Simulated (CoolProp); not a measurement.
Saturation properties of CF4 (R14).

Computed with CoolProp (reference Helmholtz-energy equation of state, Platzer 1990). This equation is an older, rougher fit; its heat capacities, sound speeds and derivatives of the liquid may be far off and weren't checked against measurements.

```json
[
 {"T (°C)": "-118.65", "p (bar)": "1.876", "vapour density (kg/m³)": "13.61", "surface tension (mN/m)": "10.3", "liquid viscosity (µPa s)": "198", "vapour viscosity (µPa s)": "9.40", "liquid conductivity (mW/(m K))": "88.5"},
 {"T (°C)": "-110.05", "p (bar)": "3.079", "vapour density (kg/m³)": "21.73", "surface tension (mN/m)": "8.85", "liquid viscosity (µPa s)": "172", "vapour viscosity (µPa s)": "10.0", "liquid conductivity (mW/(m K))": "82.0"},
 {"T (°C)": "-101.45", "p (bar)": "4.789", "vapour density (kg/m³)": "33.23", "surface tension (mN/m)": "7.41", "liquid viscosity (µPa s)": "151", "vapour viscosity (µPa s)": "10.7", "liquid conductivity (mW/(m K))": "75.6"},
 {"T (°C)": "-92.85", "p (bar)": "7.123", "vapour density (kg/m³)": "49.15", "surface tension (mN/m)": "6.02", "liquid viscosity (µPa s)": "133", "vapour viscosity (µPa s)": "11.5", "liquid conductivity (mW/(m K))": "69.2"},
 {"T (°C)": "-84.25", "p (bar)": "10.21", "vapour density (kg/m³)": "71.03", "surface tension (mN/m)": "4.69", "liquid viscosity (µPa s)": "116", "vapour viscosity (µPa s)": "12.4", "liquid conductivity (mW/(m K))": "62.8"},
 {"T (°C)": "-75.65", "p (bar)": "14.18", "vapour density (kg/m³)": "101.2", "surface tension (mN/m)": "3.43", "liquid viscosity (µPa s)": "102", "vapour viscosity (µPa s)": "13.4", "liquid conductivity (mW/(m K))": "56.4"},
 {"T (°C)": "-67.05", "p (bar)": "19.20", "vapour density (kg/m³)": "144.0", "surface tension (mN/m)": "2.26", "liquid viscosity (µPa s)": "87.9", "vapour viscosity (µPa s)": "14.7", "liquid conductivity (mW/(m K))": "49.9"},
 {"T (°C)": "-58.45", "p (bar)": "25.45", "vapour density (kg/m³)": "209.1", "surface tension (mN/m)": "1.19", "liquid viscosity (µPa s)": "73.7", "vapour viscosity (µPa s)": "16.6", "liquid conductivity (mW/(m K))": "43.5"},
 {"T (°C)": "-49.85", "p (bar)": "33.20", "vapour density (kg/m³)": "334.1", "surface tension (mN/m)": "0.300", "liquid viscosity (µPa s)": "56.3", "vapour viscosity (µPa s)": "20.5", "liquid conductivity (mW/(m K))": "38.3"}
]
```

It boils at -128.0 °C under 1 atm.

Viscosity comes from a separate model (Huber 2003), an estimate that may be off by 10 % or more. Thermal conductivity comes from a separate model (Huber 2003), an estimate that may be off by 10 % or more. Surface tension comes from a separate correlation (Mulero 2012).
